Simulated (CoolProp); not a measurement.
Vapour-liquid equilibrium of carbon dioxide (1) + ethane (2) at 1.51 MPa; x and y are mole fractions of (1).

Computed with CoolProp (multi-fluid Helmholtz-energy mixture model, Span 1996 and Bücker 2006; pair parameters Kunz 2012).

```tsv
x	bubble temperature, mixture model (°C)	bubble temperature, Raoult's law (°C)	y, mixture model	y, Raoult's law
0.05	-21.2	-18.5	0.113	0.068
0.15	-26.4	-19.9	0.285	0.197
0.25	-29.8	-21.1	0.403	0.315
0.35	-32.0	-22.3	0.488	0.426
0.45	-33.3	-23.3	0.551	0.529
0.55	-34.0	-24.4	0.603	0.626
0.65	-34.2	-25.3	0.650	0.717
0.75	-33.9	-26.2	0.702	0.803
0.85	-33.0	-27.1	0.773	0.885
0.95	-30.6	-27.9	0.897	0.963
```

The largest gap from Raoult's law is -10.0 K in bubble temperature, at x = 0.45. y crosses x between x = 0.65 and 0.75: the model has an azeotrope there.

The pair parameters rest on a limited set of measurements; away from them the model extrapolates.
